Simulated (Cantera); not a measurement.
Feed: 1 mol SiH4, 0.044 mol HCl, 15 mol N2, equilibrated at 800 °C and 1.00 bar.

Equilibrium computed with Cantera from the NASA thermochemical tables; the gas is ideal and each condensed phase is pure. Candidate condensed phases: NH4Cl, Si, Si3N4; 28 gas species. N2 is the only nitrogen source here; it is nearly inert below about 1500 K, so the nitride shown seldom forms there in practice. The numbers say what is thermodynamically allowed, not how fast it happens.

Base state: N2 0.875, H2 0.122, HCl 0.00269, NH3 1.48e-5 (mole fractions); condensed: Si3N4(s).

**Question.** What changes in the equilibrium state with this change: SiH4 replaced by SiHCl3?

**Answer.** 
```csv
species,before,after
N2,0.875,0.908
HCl,0.00269,0.0507
SiCl4,<1e-9,0.0343
H2,0.122,0.00687
SiHCl3,<1e-9,5.69e-5
SiCl3,<1e-9,2.86e-5
NH3,1.48e-5,2.01e-7
"Si3N4(s), mol",0.333,0.148
```
The tables' values for SiCl3 are old estimates; treat these amounts as uncertain.

**Question.** What changes in the equilibrium state with this change: SiH4 replaced by SiH2Cl2?

**Answer.** 
```tsv
species	before	after
N2	0.875	0.887
HCl	0.00269	0.0751
H2	0.122	0.0251
SiCl4	<1e-9	0.0125
SiHCl3	<1e-9	5.13e-5
SiCl3	<1e-9	1.35e-5
Si3N4(s), mol	0.333	0.265
```
The tables' values for SiCl3 are old estimates; treat these amounts as uncertain.
